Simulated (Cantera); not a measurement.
A closed system holds: 1 mol CO, 1 mol H2O, 24 mol H2, held at 0.0490 bar.

Cantera equilibrium calculation (NASA polynomials, part measured and part estimated; ideal gas, pure solids and liquids). Candidate condensed phases: C, C6H6, C7H8, C8H18, H2O; 110 gas species. Kinetics and transport are ignored. All values below are at 1977 °C.

Base state: H2 0.893, CO 0.0376, H2O 0.0374, H 0.0317, CO2 0.000289, OH 0.000199 (mole fractions); condensed: gas only.

What changes in the equilibrium state with this change: pressure from 0.0490 bar to 0.00380 bar?


```csv
species,before,after
H2,0.893,0.819
H,0.0317,0.109
CO,0.0376,0.0361
H2O,0.0374,0.0353
O,4.88e-6,6.48e-5
OH,0.000199,0.000706
```

What changes in the equilibrium state with this change: CO replaced by toluene?


```tsv
species	before	after
H2	0.893	0.932
CO	0.0376	0.0328
H	0.0317	0.0324
H2O	0.0374	7.28e-8
C2H2 (acetylene)	<1e-9	0.00312
CO2	0.000289	<1e-9
C(graphite), mol	0	5.81
```
